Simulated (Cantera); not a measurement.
Input (Python, Cantera) and output of one run.

```python
import numpy as np
import cantera as ct

gas_names = [...]  # 47 gases of nasa_gas.yaml made of Ca, F, H, N, O
cond_names = """
    Ca(a) Ca(b) Ca(L) CaF2(a) CaF2(b) CaF2(L) CaO(s) CaO(L) CaO2H2(s) H2O(s) H2O(L)
""".split()


# ... load() reads the species with a 1 bar reference pressure and builds the phases ...
atoms = {
    'CaO': {'Ca': 1, 'O': 1},
    'NF3': {'N': 1, 'F': 3},
    'H2': {'H': 2},
}
top_T = {}  # K; cautious upper limits of use, not melting points


# ... equilibrate(T, P, feed) seeds the gas with the atoms and calls Mixture.equilibrate('TP', solver="vcs", rtol=1e-11, max_steps=5000) ...
results = []
feed = {'CaO': 1, 'NF3': 2, 'H2': 8.3}  # mol
P = 26  # Pa
for T in [1075, 1125, 1175, 1225, 1275, 1325, 1375, 1425, 1475, 1525, 1575, 1625]:
    mix = equilibrate(T, P, feed)
    results.append((T, P, feed, dict(zip(mix.species_names, mix.species_moles))))

top = {s: max(r[3][s] / sum(r[3][g] for g in gas_names) for r in results) for s in gas_names}
cols = sorted((s for s in top if top[s] > 1e-06), key=lambda s: -top[s])[:8]
seen = [c for c in cond_names if any(r[3].get(c, 0) > 1e-12 for r in results)]
print("log10 of partial pressures in bar; condensed amounts in mol")
print(f"{'T/K':>10s}" + "".join(f"{s[:9]:>10s}" for s in cols + seen))
for T, P, feed, n in results:
    ng = sum(n[g] for g in gas_names)
    print(f"{T:10.4g}" + "".join(f"{np.log10(max(n[s] / ng * P / 1e5, 1e-99)):10.3f}" for s in cols)
          + "".join(f"{n.get(c, 0):10.4g}" for c in seen))
```

It prints:

```
log10 of partial pressures in bar; condensed amounts in mol
       T/K        H2        HF       H2O        N2      CaF2         H       CaF        OH   CaF2(a)   CaF2(b)    CaO(s)
      1075    -3.914    -4.036    -4.638    -4.638   -11.355    -9.790   -17.710   -12.936         1         0         0
      1125    -3.914    -4.036    -4.638    -4.638   -10.446    -9.309   -16.291   -12.317         1         0         0
      1175    -3.914    -4.036    -4.638    -4.638    -9.618    -8.868   -14.997   -11.750         1         0         0
      1225    -3.914    -4.036    -4.638    -4.638    -8.861    -8.463   -13.813   -11.228    0.9999         0         0
      1275    -3.914    -4.036    -4.638    -4.638    -8.167    -8.089   -12.725   -10.748    0.9997         0         0
      1325    -3.914    -4.036    -4.638    -4.638    -7.528    -7.743   -11.722   -10.303    0.9987         0         0
      1375    -3.914    -4.036    -4.638    -4.638    -6.939    -7.422   -10.797    -9.891     0.995         0         0
      1425    -3.915    -4.037    -4.639    -4.639    -6.395    -7.123    -9.939    -9.508         0    0.9825         0
      1475    -3.916    -4.038    -4.640    -4.640    -5.896    -6.845    -9.148    -9.151         0    0.9445         0
      1525    -3.921    -4.042    -4.645    -4.645    -5.434    -6.586    -8.412    -8.819         0    0.8376         0
      1575    -3.943    -4.005    -4.818    -4.666    -5.005    -6.353    -7.777    -8.667         0    0.2473    0.2937
      1625    -3.953    -4.008    -4.846    -4.676    -4.847    -6.128    -7.382    -8.397         0         0    0.3246
```

Equilibrium computed with Cantera from the NASA thermochemical tables; the gas is ideal and each condensed phase is pure. Mutual solubility and eutectic melting of coexisting phases are not modelled.
